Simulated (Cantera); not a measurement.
Feed: 1 mol trisilylamine, 0.37 mol NH₃, 1.9 mol N₂, equilibrated at 1402 °C and 2.70 mbar.

Cantera equilibrium calculation (NASA polynomials, part measured and part estimated; ideal gas, pure solids and liquids). Candidate condensed phases: Si, Si₃N₄; 18 gas species. The feed counts by its element totals alone. Rates play no part.

Base state: H₂ 0.660, N₂ 0.338, H 0.00182, Si 0.000161, SiH 1.14e-5 (mole fractions); condensed: Si(s).

**Question.** What changes in the equilibrium state with this change: pressure from 2.70 mbar to 6.40 Pa?

**Answer.** 
```csv
species,before,after
H₂,0.660,0.647
N₂,0.338,0.334
H,0.00182,0.0117
Si,0.000161,0.00678
Si₂,6.26e-7,2.64e-5
SiN,3.20e-6,2.07e-5
Si₂N,5.77e-6,3.72e-5
SiH,1.14e-5,7.33e-5
"Si(s), mol",3.00,2.95
```
The tables' values for SiN are old estimates; treat these amounts as uncertain.
